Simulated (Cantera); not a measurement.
A perfectly stirred reactor is fed with H2 : O2 : N2 = 0.11 : 1 : 1.1 (molar parts), at 2670 Pa; it is held at 1273 K, and followed from long to short residence time.

Model: the H2/O2 subset of GRI-Mech 3.0, which has no nitrogen chemistry, integrated in Cantera. Radical loss at walls, strong at low pressure, is not modelled. The temperature is held fixed by assumption; the heat of reaction is taken as removed at once.

Q: What does this change do: temperature 1273 to 1150 K?

A: 
| quantity | before | after |
|---|---|---|
| x(H2) at τ = 9.60 s | 3.44e-5 | 4.49e-5 |
| x(O2) at τ = 9.60 s | 0.438 | 0.438 |
| x(H2O) at τ = 9.60 s | 0.0508 | 0.0509 |
| x(OH) at τ = 9.60 s | 0.000460 | 0.000260 |
| x(H2O2) at τ = 9.60 s | 3.62e-8 | 6.90e-8 |
| x(H2) at τ = 49.0 ms | 0.000854 | 0.00107 |
| x(O2) at τ = 49.0 ms | 0.431 | 0.434 |
| x(H2O) at τ = 49.0 ms | 0.0474 | 0.0480 |
| x(OH) at τ = 49.0 ms | 0.00244 | 0.00152 |
| x(H2O2) at τ = 49.0 ms | 1.29e-7 | 1.85e-7 |

Q: What does this change do: H2 0.11 to 0.22 parts?

A: 
```
quantity                  before     after
----------------------  --------  --------
x(H2) at τ = 9.60 s      3.44e-5   6.42e-5
x(O2) at τ = 9.60 s        0.438     0.402
x(H2O) at τ = 9.60 s      0.0508    0.0991
x(OH) at τ = 9.60 s     0.000460  0.000642
x(H2O2) at τ = 9.60 s    3.62e-8   6.36e-8
x(H2) at τ = 49.0 ms    0.000854   0.00175
x(O2) at τ = 49.0 ms       0.431     0.394
x(H2O) at τ = 49.0 ms     0.0474    0.0930
x(OH) at τ = 49.0 ms     0.00244   0.00352
x(H2O2) at τ = 49.0 ms   1.29e-7   2.34e-7
```
